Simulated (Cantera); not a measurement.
A Cantera script and what it prints.

```python
import numpy as np
import cantera as ct

gas_names = """
    H HNO HNO2 HNO3 HO2 H2 H2O H2O2 N NH NH2 NH3 NH2OH NO NO2 NO3 N2 N2H2 N2H4 N2O O OH O2 O3 Si SiH
    SiH2 SiH3 SiH4 SiN SiO SiO2 Si2 Si2N Si3
""".split()
cond_names = """
    H2O(s) H2O(L) Si(cr) Si(L) SiO2(Lqz) SiO2(hqz) SiO2(L) Si2N2O(s) Si3N4(a)
""".split()


# ... load() reads the species with a 1 bar reference pressure and builds the phases ...
atoms = {
    'Si3N4': {'Si': 3, 'N': 4},
    'O2': {'O': 2},
    'H2': {'H': 2},
}
top_T = {'Si2N2O(s)': 2100, 'Si3N4(a)': 2400}  # K; cautious upper limits of use, not melting points


# ... equilibrate(T, P, feed) seeds the gas with the atoms and calls Mixture.equilibrate('TP', solver="vcs", rtol=1e-11, max_steps=5000) ...
results = []
feed = {'Si3N4': 1, 'O2': 0.017, 'H2': 2.6}  # mol
T = 1398.15  # K
P = 130000  # Pa
mix = equilibrate(T, P, feed)
results.append((T, P, feed, dict(zip(mix.species_names, mix.species_moles))))
x = sorted(zip(gas.X, gas.species_names), reverse=True)
print(f"T = {T:g} K  P = {P:g} Pa  gas = {mix.phase_moles(0):.4g} mol")
print("   x: " + "  ".join(f"{s} {v:.3e}" for v, s in x if v > 1e-06))
print("   condensed (mol): " + ("  ".join(f"{mix.phase(i).name} {mix.phase_moles(i):.4g}"
      for i in range(1, mix.n_phases) if mix.phase_moles(i) > 1e-12) or "none"))
```

It prints:

```
T = 1398.15 K  P = 130000 Pa  gas = 2.611 mol
   x: H2 9.957e-01  N2 4.336e-03  NH3 7.321e-06  H 4.150e-06
   condensed (mol): Si2N2O(s) 0.034  Si3N4(a) 0.9773
```

Method: chemical equilibrium by Gibbs-energy minimisation in Cantera with the NASA 1993 tables (ideal gas, pure condensed phases). Mutual solubility and eutectic melting of coexisting phases are not modelled.
